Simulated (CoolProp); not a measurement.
A Linde-Hampson liquefier for oxygen: isothermal reversible compression at 300 K from 1 atm to 15 MPa, throttling to 1 atm, return gas leaving the recuperator 5 K below the feed. Each further row changes one setting.

Computed with CoolProp (reference Helmholtz-energy equation of state, Schmidt 1985).

```csv
case,liquid yield per pass,compression work (kJ/kg of gas)
as stated,0.073,384
high pressure 30 MPa,0.127,435
warm-end temperature 330 K,0.053,425
warm-end gap 10 K,0.062,384
```

Above 300 K oxygen's equation is extrapolated.
